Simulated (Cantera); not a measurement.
A closed system holds: 1 mol CS2, 0.17 mol H2, 7.1 mol N2, held at 2625 °C and 10000 Pa.

Equilibrium computed with Cantera from the NASA thermochemical tables; the gas is ideal and each condensed phase is pure. Candidate condensed phases: C, C6H6, C7H8, C8H18, S; 100 gas species. The numbers say what is thermodynamically allowed, not how fast it happens.

Base state: N2 0.771, CS 0.105, S 0.0732, H 0.0246, S2 0.0155, H2 0.00464, CS2 0.00279, SH 0.00238 (mole fractions); condensed: gas only.

**Question.** What changes in the equilibrium state with this change: H2 from 0.17 to 0.12 mol?

**Answer.** 
```tsv
species	before	after
N2	0.771	0.777
CS	0.105	0.106
S	0.0732	0.0739
H	0.0246	0.0186
H2	0.00464	0.00267
S2	0.0155	0.0158
H2S	2.00e-5	1.16e-5
HNC	9.27e-5	7.06e-5
HCN	0.000534	0.000407
SH	0.00238	0.00182
CS2	0.00279	0.00284
```
